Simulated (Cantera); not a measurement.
# Adiabatic ignition

An adiabatic, constant-volume homogeneous reactor starts with H2 : O2 : N2 = 1 : 1.09 : 4.09 (molar parts), equivalence ratio 0.46, at 1175 K and 1.58 atm.

Detailed kinetics in Cantera: the H2/O2 subset of GRI-Mech 3.0, which has no nitrogen chemistry.

| t (s) | T (K) | P (bar) | x H2 | x O2 | x OH | x H | x O |
|---|---|---|---|---|---|---|---|
| 1.00e-6 | 1175 | 1.60 | 0.162 | 0.176 | 1.70e-10 | 1.86e-9 | 2.76e-10 |
| 4.39e-6 | 1175 | 1.60 | 0.162 | 0.176 | 2.16e-9 | 1.72e-8 | 4.11e-9 |
| 1.92e-5 | 1175 | 1.60 | 0.162 | 0.176 | 1.56e-6 | 1.18e-5 | 2.97e-6 |
| 8.43e-5 | 2492 | 3.14 | 0.00212 | 0.0998 | 0.0126 | 0.000784 | 0.00309 |
| 0.000370 | 2504 | 3.15 | 0.00181 | 0.100 | 0.0118 | 0.000617 | 0.00264 |
| 0.00162 | 2504 | 3.15 | 0.00181 | 0.100 | 0.0118 | 0.000617 | 0.00264 |
| 0.00711 | 2504 | 3.15 | 0.00181 | 0.100 | 0.0118 | 0.000617 | 0.00264 |
| 0.0312 | 2504 | 3.15 | 0.00181 | 0.100 | 0.0118 | 0.000617 | 0.00264 |
| 0.137 | 2504 | 3.15 | 0.00181 | 0.100 | 0.0118 | 0.000617 | 0.00264 |
| 0.600 | 2504 | 3.15 | 0.00181 | 0.100 | 0.0118 | 0.000617 | 0.00264 |
x: mole fraction; the columns are a selection and need not sum to one.

| Item | Result |
|---|---|
| time of steepest temperature rise | 36.8 µs |
| temperature at 0.600 s | 2504 K |
| equilibrium temperature | 2504 K |
| x(H2) at 0.600 s | 0.00181 (gas-phase equilibrium 0.00181) |
| x(O2) at 0.600 s | 0.100 (gas-phase equilibrium 0.100) |
| x(OH) at 0.600 s | 0.0118 (gas-phase equilibrium 0.0118) |
